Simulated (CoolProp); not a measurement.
Saturation properties of nitrogen (Tc = 126.2 K, pc = 3396 kPa, ω = 0.037).

Values from CoolProp's reference Helmholtz-energy equation of state, Span 2000.

```json
[
 {"T (K)": "98.4", "p (kPa)": "695.3", "vapour Z": "0.8340", "surface tension (mN/m)": "4.40", "liquid viscosity (µPa s)": "79.4", "liquid conductivity (mW/(m K))": "103"},
 {"T (K)": "101.1", "p (kPa)": "[?]", "vapour Z": "0.8107", "surface tension (mN/m)": "3.87", "liquid viscosity (µPa s)": "73.3", "liquid conductivity (mW/(m K))": "97.9"},
 {"T (K)": "103.8", "p (kPa)": "1003", "vapour Z": "0.7852", "surface tension (mN/m)": "3.36", "liquid viscosity (µPa s)": "67.7", "liquid conductivity (mW/(m K))": "92.6"},
 {"T (K)": "106.5", "p (kPa)": "1189", "vapour Z": "0.7574", "surface tension (mN/m)": "2.86", "liquid viscosity (µPa s)": "[?]", "liquid conductivity (mW/(m K))": "87.3"},
 {"T (K)": "109.2", "p (kPa)": "1399", "vapour Z": "0.7270", "surface tension (mN/m)": "2.38", "liquid viscosity (µPa s)": "[?]", "liquid conductivity (mW/(m K))": "82.0"},
 {"T (K)": "111.9", "p (kPa)": "1634", "vapour Z": "0.6935", "surface tension (mN/m)": "1.92", "liquid viscosity (µPa s)": "52.6", "liquid conductivity (mW/(m K))": "76.7"},
 {"T (K)": "114.6", "p (kPa)": "1896", "vapour Z": "0.6560", "surface tension (mN/m)": "1.48", "liquid viscosity (µPa s)": "48.0", "liquid conductivity (mW/(m K))": "71.4"},
 {"T (K)": "117.3", "p (kPa)": "[?]", "vapour Z": "0.6135", "surface tension (mN/m)": "[?]", "liquid viscosity (µPa s)": "43.3", "liquid conductivity (mW/(m K))": "66.1"},
 {"T (K)": "119.9", "p (kPa)": "2498", "vapour Z": "0.5655", "surface tension (mN/m)": "0.691", "liquid viscosity (µPa s)": "[?]", "liquid conductivity (mW/(m K))": "61.2"},
 {"T (K)": "122.6", "p (kPa)": "[?]", "vapour Z": "0.5032", "surface tension (mN/m)": "0.344", "liquid viscosity (µPa s)": "33.2", "liquid conductivity (mW/(m K))": "56.6"}
]
```

### Question
Fill in the missing entries.

### Answer

- 101.1, p (kPa): 839.3
- 106.5, liquid viscosity (µPa s): 62.4
- 109.2, liquid viscosity (µPa s): 57.4
- 117.3, p (kPa): 2187
- 117.3, surface tension (mN/m): 1.06
- 119.9, liquid viscosity (µPa s): 38.6
- 122.6, p (kPa): 2855

It boils at 77.4 K under 1 atm.

Viscosity comes from a separate model (Lemmon 2004). Thermal conductivity comes from a separate model (Lemmon 2004). Surface tension comes from a separate correlation (Mulero 2012).
